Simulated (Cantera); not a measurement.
**Thermodynamics of carbon deposition, reforming and gasification, feed C₆H₆ + NH₃ + N₂**

Charge: 1 mol C₆H₆, 0.25 mol NH₃, 0.87 mol N₂, equilibrated at 20300 Torr.

These are equilibrium values from Cantera (NASA tables, ideal gas, pure condensed phases), not measurements of a reactor. Candidate condensed phases: C, C₆H₆, C₇H₈, C₈H₁₈; 92 gas species. Kinetics and transport are ignored.

```json
[
 {"T (K)": "825", "x H₂": "0.145", "x CH₄": "0.510", "x N₂": "0.343", "x NH₃": "0.00203", "n C(graphite)": "4.53"},
 {"T (K)": "925", "x H₂": "0.260", "x CH₄": "0.416", "x N₂": "0.322", "x NH₃": "0.00202", "n C(graphite)": "4.72"},
 {"T (K)": "1025", "x H₂": "0.394", "x CH₄": "0.307", "x N₂": "0.297", "x NH₃": "0.00180", "n C(graphite)": "4.97"},
 {"T (K)": "1125", "x H₂": "0.516", "x CH₄": "0.208", "x N₂": "0.275", "x NH₃": "0.00146", "n C(graphite)": "5.25"},
 {"T (K)": "1225", "x H₂": "0.610", "x CH₄": "0.132", "x N₂": "0.257", "x NH₃": "0.00111", "n C(graphite)": "5.49"},
 {"T (K)": "1325", "x H₂": "0.671", "x CH₄": "0.0817", "x N₂": "0.246", "x NH₃": "0.000828", "n C(graphite)": "5.67"},
 {"T (K)": "1425", "x H₂": "0.709", "x CH₄": "0.0511", "x N₂": "0.239", "x NH₃": "0.000619", "n C(graphite)": "5.79"},
 {"T (K)": "1525", "x H₂": "0.731", "x CH₄": "0.0329", "x N₂": "0.235", "x NH₃": "0.000470", "n C(graphite)": "5.86"},
 {"T (K)": "1625", "x H₂": "0.744", "x CH₄": "0.0220", "x N₂": "0.232", "x NH₃": "0.000365", "n C(graphite)": "5.90"},
 {"T (K)": "1725", "x H₂": "0.752", "x CH₄": "0.0153", "x N₂": "0.230", "x NH₃": "0.000290", "n C(graphite)": "5.93"}
]
```
x: gas mole fraction; n: condensed amount in mol.

From 825 K to 1725 K the condensed part is C(graphite). The main C-bearing gas is CH₄ throughout. The share of C in condensed phases is highest at 1725 K (98.8 %) and lowest at 825 K (75.4 %).
